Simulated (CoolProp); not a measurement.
Vapour-liquid equilibrium of cyclohexane (1) + n-nonane (2) at 20.45 °C; x and y are mole fractions of (1).

The numbers come from the multi-fluid Helmholtz-energy mixture model, Zhou 2014 and Lemmon 2006; pair parameters Bell 2016 in CoolProp.

```csv
x,"bubble pressure, mixture model (kPa)","bubble pressure, Raoult's law (kPa)","y, mixture model","y, Raoult's law"
0.05,1.033,0.9401,0.600,0.562
0.2,2.586,2.460,0.863,0.859
0.35,3.996,3.979,0.926,0.929
0.5,5.415,5.499,0.958,0.961
0.65,6.906,7.018,0.977,0.978
0.8,8.467,8.538,0.989,0.990
0.95,10.05,10.06,0.998,0.998
```

The largest gap from Raoult's law is +9.9 % in bubble pressure, at x = 0.05. No azeotrope shows between x = 0.05 and 0.95.

The pair parameters rest on a limited set of measurements; away from them the model extrapolates. The gap from Raoult's law changes sign with composition, which may be real or a fault of the pair parameters; it wasn't checked against measurements.
